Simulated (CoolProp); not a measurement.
The numbers come from the reference Helmholtz-energy equation of state, Wagner 2002 in CoolProp.

**Question.** Give the vapour pressure (MPa), enthalpy of vaporisation (kJ/kg), surface tension (mN/m), liquid viscosity (µPa s) of saturated water at 218.05, 228.35, 259.15 °C.

**Answer.** 
```csv
T (°C),p (MPa),enthalpy of vaporisation (kJ/kg),surface tension (mN/m),liquid viscosity (µPa s)
218.05,2.23,1870,33.3,123
228.35,2.71,1820,30.9,117
259.15,4.63,1670,23.7,102
```

Viscosity comes from a separate model (Huber 2009). Surface tension comes from a separate correlation (Mulero 2012).
